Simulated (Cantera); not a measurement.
Mixture: CH4 : H2 : O2 : N2 = 1 : 0.19 : 5.24 : 24.1 (molar parts), at 1000000 Pa, adiabatic and at constant volume. Ignition delay is the time to a rise of 400 K.

Detailed kinetics in Cantera: GRI-Mech 3.0 (53 species, 325 reactions).

### Question
What does this change do: pressure from 1000000 Pa to 3700000 Pa?

### Answer
```tsv
quantity	before	after
delay at 1123 K	2.62 ms	1.38 ms
delay at 1223 K	0.772 ms	0.356 ms
delay at 1323 K	0.306 ms	0.121 ms
delay at 1423 K	0.135 ms	50.5 µs
apparent activation energy between 1373 and 1473 K	130 kJ/mol	140 kJ/mol
```
The pressure lies above the range GRI-Mech 3.0 was tuned for (to about 10 atm).
